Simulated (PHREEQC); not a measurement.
0.051 g of hydrous ferric oxide (600 m²/g; 0.2 weak and 0.005 strong sites per Fe, Dzombak-Morel constants, diffuse double layer) in 1 kg of water with 0.01 mol/kgw of an inert sodium salt, at 25 °C; the pH is set by adding NaOH or the inert anion's acid. Oxygen alone is held at its pressure in air (log pO2 = -0.68). The system is closed to CO2. No solid was allowed to form.

Model: ion-association model, wateq4f.dat, run in PHREEQC.

| pH | surface charge σ (C/m²) | surface potential ψ (mV) |
|---|---|---|
| 3 | 0.324 | 203 |
| 4 | 0.216 | 185 |
| 5 | 0.113 | 152 |
| 5.5 | 0.077 | 132 |
| 6.5 | 0.030 | 86 |
| 7.5 | 0.008 | 34 |
| 8.5 | -0.005 | -22 |
| 9 | -0.013 | -49 |
| 10 | -0.040 | -100 |
| 11 | -0.099 | -143 |

Complexes and solids missing from the database can't appear. The oxide is taken as insoluble; below pH 4 it would dissolve.
